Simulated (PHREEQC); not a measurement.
Solution A (0.023 mol NiSO4, 0.043 mol HCl and 0.01 mol Na2SO4 per kg of water) is mixed with solution B (6.8 mmol/kgw CuCl2 and 86 mmol/kgw Na2SO4) at 20 °C; shares are by mass of water, 1 kg in all. Oxygen is held at 0.21 atm. No CO2 enters from the air. Only these solids could form: Cu(OH)2, Brochantite, Antlerite, Atacamite, Ni(OH)2, Ni4(OH)6SO4, Halite, Mirabilite, Chalcanthite, Morenosite.

Equilibrium calculation in PHREEQC: ion-association model, wateq4f.dat.

```json
[
 {"share of solution B": "0", "pH": "1.62", "Antlerite (mol)": "0", "SO4-2 (mol/kgw)": "0.0136", "Ni+2 (mol/kgw)": "0.0169"},
 {"share of solution B": "0.1", "pH": "1.70", "Antlerite (mol)": "0", "SO4-2 (mol/kgw)": "0.0173", "Ni+2 (mol/kgw)": "0.0145"},
 {"share of solution B": "0.2", "pH": "1.78", "Antlerite (mol)": "0", "SO4-2 (mol/kgw)": "0.0216", "Ni+2 (mol/kgw)": "0.0123"},
 {"share of solution B": "0.3", "pH": "1.87", "Antlerite (mol)": "0", "SO4-2 (mol/kgw)": "0.0263", "Ni+2 (mol/kgw)": "0.0102"},
 {"share of solution B": "0.4", "pH": "1.97", "Antlerite (mol)": "0", "SO4-2 (mol/kgw)": "0.0314", "Ni+2 (mol/kgw)": "0.00839"},
 {"share of solution B": "0.5", "pH": "2.08", "Antlerite (mol)": "0", "SO4-2 (mol/kgw)": "0.0369", "Ni+2 (mol/kgw)": "0.00670"},
 {"share of solution B": "0.6", "pH": "2.21", "Antlerite (mol)": "0", "SO4-2 (mol/kgw)": "0.0428", "Ni+2 (mol/kgw)": "0.00516"},
 {"share of solution B": "0.7", "pH": "2.37", "Antlerite (mol)": "0", "SO4-2 (mol/kgw)": "0.0488", "Ni+2 (mol/kgw)": "0.00373"},
 {"share of solution B": "0.8", "pH": "2.57", "Antlerite (mol)": "0", "SO4-2 (mol/kgw)": "0.0551", "Ni+2 (mol/kgw)": "0.00241"},
 {"share of solution B": "0.9", "pH": "2.89", "Antlerite (mol)": "0", "SO4-2 (mol/kgw)": "0.0615", "Ni+2 (mol/kgw)": "0.00117"},
 {"share of solution B": "1", "pH": "4.75", "Antlerite (mol)": "1.53e-5", "SO4-2 (mol/kgw)": "0.0680", "Ni+2 (mol/kgw)": "0"}
]
```

Antlerite from share of solution B = 1 (pH 4.75).
